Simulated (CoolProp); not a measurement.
Saturation properties of sulfur dioxide.

Model: reference Helmholtz-energy equation of state, Gao 2016, in CoolProp.

| T (K) | p (kPa) | vapour density (kg/m³) | liquid cp (kJ/(kg K)) | surface tension (mN/m) |
|---|---|---|---|---|
| 295.9 | 363.5 | 10.13 | 1.389 | 22.1 |
| 307.4 | 528.7 | 14.47 | ___ | 19.9 |
| 319 | 748.2 | 20.22 | 1.432 | 17.6 |
| 330.5 | 1028 | 27.57 | 1.463 | 15.4 |
| 342.1 | 1383 | 37.06 | 1.504 | 13.3 |
| 353.6 | 1818 | 49.03 | 1.558 | 11.1 |
| 365.2 | 2352 | 64.39 | 1.632 | 8.96 |
| 376.7 | 2989 | 83.90 | 1.738 | ___ |
| 388.3 | 3753 | 109.6 | ___ | 4.79 |
| 399.9 | 4654 | 144.2 | 2.186 | 2.79 |
| 411.4 | 5702 | 193.9 | 2.807 | 0.916 |
| 423 | ___ | 281.1 | 5.474 | -0.698 |

**Question.** Some entries are withheld; supply them.

**Answer.** 
- 307.4, liquid cp (kJ/(kg K)): 1.408
- 376.7, surface tension (mN/m): 6.86
- 388.3, liquid cp (kJ/(kg K)): 1.901
- 423, p (kPa): 6942

It boils at 263.1 K under 1 atm.

Surface tension comes from a separate correlation (Mulero 2012).
